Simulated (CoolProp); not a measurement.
Fluorine along the isotherm -118.25 °C: fugacity coefficient from the reference equation and from simpler models built on Tc = -128.7 °C, pc = 5.240 MPa, ω = 0.045; each cubic takes its own stable root.

Values from CoolProp's reference Helmholtz-energy equation of state, de Reuck 1990.

| p (MPa) | phase | reference |
|---|---|---|
| 1.46 | gas | 0.9274 |
| 2.91 | gas | 0.8557 |
| 4.37 | gas | 0.7843 |
| 5.82 | supercritical | 0.7136 |
| 7.28 | supercritical | 0.6407 |
| 8.73 | supercritical | 0.5722 |
| 10.2 | supercritical | 0.5176 |
| 11.6 | supercritical | 0.4776 |
| 13.1 | supercritical | 0.4440 |

Q: How far does each simpler model (van der Waals, Redlich-Kwong, Soave-Redlich-Kwong, Peng-Robinson) lie from the reference over these 9 states: mean and median of the absolute difference, and the worst?

A: 
- van der Waals: mean 1.7 %, median 1.2 %, worst +4.5 % at -118.25 °C and 13.1 MPa
- Redlich-Kwong: mean 0.6 %, median 0.6 %, worst +0.9 % at -118.25 °C and 13.1 MPa
- Soave-Redlich-Kwong: mean 0.7 %, median 0.6 %, worst +1.7 % at -118.25 °C and 13.1 MPa
- Peng-Robinson: mean 3.7 %, median 4.4 %, worst -4.6 % at -118.25 °C and 7.28 MPa
